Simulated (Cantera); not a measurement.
Cantera run, input and output.

```python
import numpy as np
import cantera as ct

gas = ct.Solution("gri30.yaml")
gas.TPX = 1475, 110000, {'CH4': 1, 'N2': 90}
reactor = ct.IdealGasConstPressureReactor(gas, energy="off", clone=False)
net = ct.ReactorNet([reactor])
net.rtol, net.atol = 1e-08, 1e-18
show = ['CH4', 'H', 'C2H6', 'C2H', 'C2H2', 'H2']
times = np.geomspace(0.0002, 90, 15)

steps = ct.SolutionArray(gas, extra=["t"])
rows = []
print(f"{'t/s':>10s}{'T/K':>9s}{'P/Pa':>11s}" + "".join(f"{s:>11s}" for s in show))
for t in times:
    while net.time < t:
        t_next = net.step()
        steps.append(gas.state, t=t_next)
    rows.append([np.interp(t, steps.t, y) for y in (steps.T, steps.P, *steps(*show).X.T)])
    print(f"{t:10.3e}{rows[-1][0]:9.1f}{rows[-1][1]:11.4g}" + "".join(f"{x:11.3e}" for x in rows[-1][2:]))
rate = np.gradient(steps.T, steps.t)
print("integrator steps:", len(steps.t))
if steps.T.max() > steps.T[0] + 200:
    print(f"time of steepest temperature rise: {steps.t[rate.argmax()]:.4e} s")
gas.TPX = 1475, 110000, {'CH4': 1, 'N2': 90}
gas.equilibrate("TP")
print(f"equilibrium (TP): T = {gas.T:.1f} K  " + "  ".join(f"{s} {gas[s].X[0]:.3e}" for s in show))
```

Output:

```
       t/s      T/K       P/Pa        CH4          H       C2H6        C2H       C2H2         H2
 2.000e-04   1475.0    1.1e+05  1.099e-02  8.646e-09  7.591e-10  4.258e-21  4.259e-14  3.697e-07
 5.068e-04   1475.0    1.1e+05  1.099e-02  8.742e-09  1.205e-08  4.808e-19  1.880e-12  9.532e-07
 1.284e-03   1475.0    1.1e+05  1.098e-02  9.302e-09  1.683e-07  5.062e-17  7.927e-11  2.480e-06
 3.254e-03   1475.0    1.1e+05  1.098e-02  1.149e-08  1.603e-06  3.889e-15  2.912e-09  6.889e-06
 8.246e-03   1475.0    1.1e+05  1.095e-02  1.756e-08  7.774e-06  9.194e-14  7.728e-08  2.187e-05
 2.089e-02   1475.0    1.1e+05  1.087e-02  3.773e-08  2.400e-05  1.198e-12  1.689e-06  8.491e-05
 5.295e-02   1475.0    1.1e+05  1.056e-02  1.094e-07  4.776e-05  1.415e-11  3.136e-05  3.900e-04
 1.342e-01   1475.0    1.1e+05  9.752e-03  2.686e-07  3.894e-05  8.996e-11  3.087e-04  1.482e-03
 3.400e-01   1475.0    1.1e+05  8.446e-03  4.681e-07  1.936e-05  2.273e-10  1.076e-03  3.563e-03
 8.615e-01   1475.0    1.1e+05  6.609e-03  7.107e-07  8.819e-06  3.720e-10  2.083e-03  6.400e-03
 2.183e+00   1475.0    1.1e+05  4.396e-03  9.866e-07  3.218e-06  5.247e-10  3.219e-03  9.732e-03
 5.531e+00   1475.0    1.1e+05  2.383e-03  1.246e-06  8.606e-07  6.650e-10  4.226e-03  1.273e-02
 1.402e+01   1475.0    1.1e+05  1.084e-03  1.428e-06  1.737e-07  7.625e-10  4.868e-03  1.466e-02
 3.552e+01   1475.0    1.1e+05  4.614e-04  1.524e-06  3.253e-08  8.136e-10  5.174e-03  1.559e-02
 9.000e+01   1475.0    1.1e+05  2.304e-04  1.565e-06  9.232e-09  8.352e-10  5.287e-03  1.593e-02
integrator steps: 1533
equilibrium (TP): T = 1475.0 K  CH4 5.275e-05  H 1.586e-06  C2H6 5.266e-10  C2H 6.827e-11  C2H2 4.343e-04  H2 1.622e-02
```

Cantera simulation using GRI-Mech 3.0 (53 species, 325 reactions); the numbers are that mechanism's predictions, not measurements. GRI-Mech 3.0 stops at C3 and has no aromatics, soot or wall deposition, so with more carbon than oxygen in the feed, carbon stays in small species such as C2H2 where larger ones or solid carbon would form.
